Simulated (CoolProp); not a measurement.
Methanol at 298.15 K and 0.0132 MPa flows at 0.061 m/s in a round tube of 25 mm bore and 0.25 µm roughness, fully developed (64/Re and Nu = 3.66 if laminar; Colebrook and Gnielinski if turbulent). Each further row changes one setting.

The numbers come from the reference Helmholtz-energy equation of state, de Reuck 1993 in CoolProp.

```json
[
 {"case": "as stated", "Reynolds number": "27.4", "Darcy friction factor": "?", "pressure drop (Pa/m)": "0.0301", "heat-transfer coefficient (W/(m² K))": "2.21", "mass flow (kg/h)": "0.0187"},
 {"case": "velocity 0.122 m/s", "Reynolds number": "54.9", "Darcy friction factor": "1.17", "pressure drop (Pa/m)": "0.0601", "heat-transfer coefficient (W/(m² K))": "2.21", "mass flow (kg/h)": "?"},
 {"case": "diameter 50 mm", "Reynolds number": "54.9", "Darcy friction factor": "1.17", "pressure drop (Pa/m)": "0.00752", "heat-transfer coefficient (W/(m² K))": "1.11", "mass flow (kg/h)": "?"}
]
```

Q: What belongs in the gaps?

A: 
- as stated, Darcy friction factor: 2.33
- velocity 0.122 m/s, mass flow (kg/h): 0.0373
- diameter 50 mm, mass flow (kg/h): 0.0747

Viscosity comes from a separate model (Xiang 2006). Thermal conductivity comes from a separate model (Sykioti 2013).
